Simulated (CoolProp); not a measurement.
Vapour-liquid equilibrium of n-decane (1) + n-dodecane (2) at 0.000516 MPa; x and y are mole fractions of (1).

Values from CoolProp's multi-fluid Helmholtz-energy mixture model, Lemmon 2006 and Lemmon 2004; pair parameters Bell 2016.

**Question.** Give the bubble temperature and the first vapour's composition at x = 0.05, 0.125, 0.2. Is there an azeotrope?

**Answer.** x = 0.05: 343.0 K, y = 0.240; x = 0.125: 338.1 K, y = 0.477; x = 0.2: 334.1 K, y = 0.627. No azeotrope shows between x = 0.05 and 0.95.

Pair parameters are fitted to limited data, so mixtures are less certain than the pure fluids.
